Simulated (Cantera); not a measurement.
A Cantera script and what it prints.

```python
import numpy as np
import cantera as ct

gas_names = """
    H2 H2O2
""".split()
cond_names = """
    V2O3(s) V2O3(L) V(cr) V(L)
""".split()


def load(file, names, dense=False):
    # The tables refer to 1 bar. Condensed volumes are neglected.
    table = {s.name: s for s in ct.Species.list_from_file(file)}
    out = []
    for n in names:
        d = dict(table[n].input_data)
        d["thermo"] = dict(d["thermo"], **{"reference-pressure": 1e5})
        if dense:
            d["equation-of-state"] = {"model": "constant-volume", "density": "1e6 g/cm^3"}
        out.append(ct.Species.from_dict(d))
    return out


species = {s.name: s for s in load("nasa_gas.yaml", gas_names) + load("nasa_condensed.yaml", cond_names)}
# Each term lists the table entries of one substance; the one whose range holds T is used.
reactions = {
    '3 H2(g) + 2 V2O3 = 4 V + 3 H2O2(g)':
        [(-3, ['H2']), (-2, ['V2O3(s)', 'V2O3(L)']), (4, ['V(cr)', 'V(L)']), (3, ['H2O2'])],
}


def pick(names, T):
    return next(species[n] for n in names if species[n].thermo.min_temp <= T <= species[n].thermo.max_temp)


results = []
for label, terms in reactions.items():
    print(label)
    print("     T/K   dH/kJ  dS/(J/K)   dG/kJ   log10 K")
    for T in [1173, 1373, 1573, 1773, 1973, 2173]:
        used = [(nu, pick(names, T)) for nu, names in terms]
        dH = sum(nu * s.thermo.h(T) for nu, s in used) / 1e6
        dS = sum(nu * s.thermo.s(T) for nu, s in used) / 1e3
        dG = dH - T * dS / 1e3
        logK = -dG * 1e6 / (ct.gas_constant * T * np.log(10))
        results.append((label, T, dH, dS, dG, logK, [s.name for _, s in used]))
        print(f"{T:8g} {dH:8.1f} {dS:8.1f} {dG:8.1f} {logK:8.2f}")
```

Output:

```
3 H2(g) + 2 V2O3 = 4 V + 3 H2O2(g)
     T/K   dH/kJ  dS/(J/K)   dG/kJ   log10 K
    1173   1969.9    135.3   1811.1   -80.65
    1373   1958.6    126.4   1785.0   -67.91
    1573   1947.4    118.8   1760.5   -58.46
    1773   1936.2    112.1   1737.4   -51.18
    1973   1924.9    106.1   1715.6   -45.42
    2173   1913.8    100.8   1694.9   -40.74
```

Source: NASA polynomial tables (part measured, part estimated), evaluated in Cantera. Condensed species are held in their standard states even where they would react or evaporate.
